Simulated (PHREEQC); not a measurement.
A solution holds 0.12 mol/kgw ZnSO4, 0.021 mol/kgw CaCl2, 0.23 mol/kgw H2SO4 and 0.0046 mol/kgw Na2SO4, at 25 °C. Closed to the air; pH follows from the charge balance.

All values are PHREEQC results (ion-association model, phreeqc.dat), not measurements.

Each row changes one thing in this solution. This is a speciation only: nothing precipitates in the calculation.

| case | pH | ionic strength (mol/kgw) | HSO4- (mol/kgw) | Zn+2 (mol/kgw) | SO4-2 (mol/kgw) | Cl- (mol/kgw) | SI of Gypsum (CaSO4:2H2O) | SI of Halite (NaCl) |
|---|---|---|---|---|---|---|---|---|
| as made | 0.78 | 0.552 | 0.234 | 0.0737 | 0.0537 | 0.0403 | -0.01 | -5.36 |
| diluted 10-fold with water | 1.61 | 0.0708 | 0.0165 | 0.00751 | 0.0133 | 0.00417 | -0.90 | -7.19 |
| H2SO4 from 0.23 to 0.023 mol/kgw | 1.79 | 0.325 | 0.0243 | 0.0643 | 0.0469 | 0.0402 | +0.20 | -5.33 |
| H2SO4 left out | 5.44 | 0.299 | 5.59e-6 | 0.0625 | 0.0464 | 0.0402 | +0.23 | -5.33 |

Some of these states are supersaturated (in Gypsum, for instance).
